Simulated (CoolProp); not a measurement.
R1234ze(Z) along the isobar 11800 kPa: Z from the reference equation and from simpler models built on Tc = 423.3 K, pc = 3531 kPa, ω = 0.327; each cubic takes its own stable root.

Computed with CoolProp (reference Helmholtz-energy equation of state, Akasaka 2019).

```json
[
 {"T (K)": "324.3", "phase": "liquid", "reference": "0.4161"},
 {"T (K)": "335.9", "phase": "liquid", "reference": "0.4115"},
 {"T (K)": "347.4", "phase": "liquid", "reference": "0.4081"},
 {"T (K)": "359", "phase": "liquid", "reference": "0.4058"},
 {"T (K)": "370.6", "phase": "liquid", "reference": "0.4047"},
 {"T (K)": "382.1", "phase": "liquid", "reference": "0.4048"},
 {"T (K)": "393.7", "phase": "liquid", "reference": "0.4063"},
 {"T (K)": "405.3", "phase": "liquid", "reference": "0.4094"},
 {"T (K)": "416.9", "phase": "liquid", "reference": "0.4142"},
 {"T (K)": "428.4", "phase": "supercritical", "reference": "0.4212"},
 {"T (K)": "440", "phase": "supercritical", "reference": "0.4306"}
]
```

Q: How far does each simpler model (van der Waals, Soave-Redlich-Kwong, Peng-Robinson) lie from the reference over these 11 states: mean and median of the absolute difference, and the worst?

A: 
- van der Waals: mean 63.6 %, median 64.9 %, worst +74.2 % at 324.3 K and 11800 kPa
- Soave-Redlich-Kwong: mean 22.1 %, median 21.8 %, worst +23.4 % at 440 K and 11800 kPa
- Peng-Robinson: mean 9.0 %, median 8.5 %, worst +11.4 % at 440 K and 11800 kPa
